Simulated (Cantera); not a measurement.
Cantera run:

```python
import numpy as np
import cantera as ct

gas_names = """
    AL ALN ALO ALO2 AL2 AL2O AL2O2 N NO NO2 NO3 N2 N2O O O2 O3
""".split()
cond_names = """
    AL(cr) AL(L) ALN(s) AL2O3(a) AL2O3(L)
""".split()


# ... load() reads the species with a 1 bar reference pressure and builds the phases ...
atoms = {
    'Al2O3': {'AL': 2, 'O': 3},
    'N2': {'N': 2},
}
top_T = {'ALN(s)': 2750}  # K; cautious upper limits of use, not melting points


# ... equilibrate(T, P, feed) seeds the gas with the atoms and calls Mixture.equilibrate('TP', solver="vcs", rtol=1e-11, max_steps=5000) ...
results = []
feed = {'Al2O3': 1, 'N2': 1.7}  # mol
T = 1748.15  # K
P = 300  # Pa
mix = equilibrate(T, P, feed)
results.append((T, P, feed, dict(zip(mix.species_names, mix.species_moles))))
print(gas.report(threshold=0.001))
for i in range(1, mix.n_phases):
    print(f"{mix.phase(i).name:16s} {mix.phase_moles(i):12.5e} mol")
```

It prints:

```
       temperature   1748.2 K
          pressure   300 Pa
           density   0.00057821 kg/m^3
  mean mol. weight   28.014 kg/kmol
   phase of matter   gas

                          1 kg             1 kmol
                     ---------------   ---------------
          enthalpy        1.6808e+06        4.7087e+07  J
   internal energy         1.162e+06        3.2552e+07  J
           entropy             10549        2.9553e+05  J/K
    Gibbs function       -1.6761e+07       -4.6955e+08  J
 heat capacity c_p            1266.1             35469  J/K
 heat capacity c_v            969.33             27155  J/K

                      mass frac. Y      mole frac. X     chem. pot. / RT
                     ---------------   ---------------   ---------------
                N2                 1                 1           -32.305
     [  +15 minor]        7.1388e-08        7.1515e-08

AL(L)             0.00000e+00 mol
ALN(s)            0.00000e+00 mol
AL2O3(a)          1.00000e+00 mol
```

Equilibrium computed with Cantera from the NASA thermochemical tables; the gas is ideal and each condensed phase is pure.
